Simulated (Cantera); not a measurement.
A closed system holds: 1 mol N2O, 0.053 mol H2O, 0.32 mol O2, held at 2848.15 K and 76.0 Pa.

Cantera equilibrium calculation (NASA polynomials, part measured and part estimated; ideal gas, pure solids and liquids). Candidate condensed phases: H2O; 24 gas species. Kinetics and transport are ignored.

Base state: O 0.526, N2 0.372, O2 0.0492, H 0.0372, NO 0.0131, OH 0.00255, H2 0.000113, N 0.000110 (mole fractions); condensed: gas only.

### Question
What changes in the equilibrium state with this change: temperature from 2848.15 K to 1750 K?

### Answer
| species | before | after |
|---|---|---|
| N2 | 0.372 | 0.531 |
| O2 | 0.0492 | 0.434 |
| H2O | 2.64e-5 | 0.0272 |
| O | 0.526 | 0.00179 |
| H | 0.0372 | 5.97e-5 |
| NO | 0.0131 | 0.00412 |
| N | 0.000110 | <1e-9 |
| H2 | 0.000113 | 5.00e-5 |
| OH | 0.00255 | 0.00190 |
